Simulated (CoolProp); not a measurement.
A single-stage vapour-compression cycle with sulfur hexafluoride: evaporating at 261.15 K (dew point), condensing at 298.15 K (bubble point), superheat 2 K, subcooling 8 K, compressor efficiency 0.9, no pressure losses. Each further row changes one setting.

The numbers come from the reference Helmholtz-energy equation of state, Guder 2009 in CoolProp.

```
case                              cooling COP  pressure ratio  discharge temperature (K)  refrigerating effect (kJ/kg)  volumetric capacity (kJ/m³)
--------------------------------  -----------  --------------  -------------------------  ----------------------------  ---------------------------
as stated                                4.86            2.67                      302.4                          63.2                         4520
evaporating temperature 266.15 K         5.93            2.30                      302.3                    (withheld)                         5430
condensing temperature 293.15 K          5.97      (withheld)                      296.9                          68.7                         4920
subcooling 13 K                          5.30            2.67                      302.4                          68.9                   (withheld)
superheat 12 K                           4.99            2.67                      310.7                          70.3                         4710
compressor efficiency 0.8                4.32            2.67                      304.0                          63.2                         4520
```

Q: Some entries are withheld; supply them.

A: 
- evaporating temperature 266.15 K, refrigerating effect (kJ/kg): 65.0
- condensing temperature 293.15 K, pressure ratio: 2.37
- subcooling 13 K, volumetric capacity (kJ/m³): 4930
